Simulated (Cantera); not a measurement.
Mixture: CH₄ : O₂ : N₂ = 1 : 1.18 : 4.42 (molar parts), at 1.01 bar, adiabatic and at constant pressure. Ignition delay is the time to a rise of 400 K.

Computed with Cantera and GRI-Mech 3.0 (53 species, 325 reactions).

Question: What does this change do: N2 4.42 to 8.2 parts?

Answer: 
```csv
quantity,before,after
delay at 1075 K,0.409 s,0.733 s
delay at 1225 K,42.5 ms,78.0 ms
delay at 1375 K,6.02 ms,10.9 ms
delay at 1525 K,1.12 ms,1.91 ms
apparent activation energy between 1450 and 1600 K,200 kJ/mol,200 kJ/mol
```

Question: What does this change do: constant volume in place of constant pressure?

Answer: 
```
quantity                                                before       after
--------------------------------------------------  ----------  ----------
delay at 1075 K                                        0.409 s     0.389 s
delay at 1225 K                                        42.5 ms     39.8 ms
delay at 1375 K                                        6.02 ms     5.59 ms
delay at 1525 K                                        1.12 ms     1.04 ms
apparent activation energy between 1450 and 1600 K  200 kJ/mol  200 kJ/mol
```
